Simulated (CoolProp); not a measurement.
Model: reference Helmholtz-energy equation of state, McLinden 2015, in CoolProp.

For the fluoroketone C6F12O (FK-5-1-12), give the phase and the expansivity (1/kK), fugacity coefficient at -44.55 °C and 7.58 MPa; 103.45 °C and 7.58 MPa; 202.15 °C and 7.58 MPa.


- -44.55 °C and 7.58 MPa: liquid; expansivity 1.41, fugacity coefficient 0.000174
- 103.45 °C and 7.58 MPa: liquid; expansivity 2.20, fugacity coefficient 0.0906
- 202.15 °C and 7.58 MPa: supercritical; expansivity 4.07, fugacity coefficient 0.364
